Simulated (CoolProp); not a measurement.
Vapour-liquid equilibrium of ethane (1) + hydrogen chloride (2) at 207 K; x and y are mole fractions of (1).

Model: multi-fluid Helmholtz-energy mixture model, Bücker 2006 and Thol 2018; pair parameters Bell 2016, in CoolProp.

```tsv
x	bubble pressure (kPa)	y at the bubble point	dew pressure at overall composition x (kPa)	liquid density (mol/L)
0.05	311.1	0.178	276.9	29.95
0.15	362.6	0.341	303.0	27.73
0.25	385.7	0.414	333.0	25.79
0.35	396.2	0.458	365.7	24.09
0.45	400.6	0.492	394.6	22.60
0.55	401.1	0.526	399.3	21.30
0.65	397.0	0.569	380.8	20.15
0.75	385.9	0.628	355.4	19.15
0.85	363.6	0.718	329.7	18.26
0.95	323.9	0.874	305.9	17.47
```

y crosses x between x = 0.45 and 0.55: the model has an azeotrope there.

The pair parameters rest on a limited set of measurements; away from them the model extrapolates.
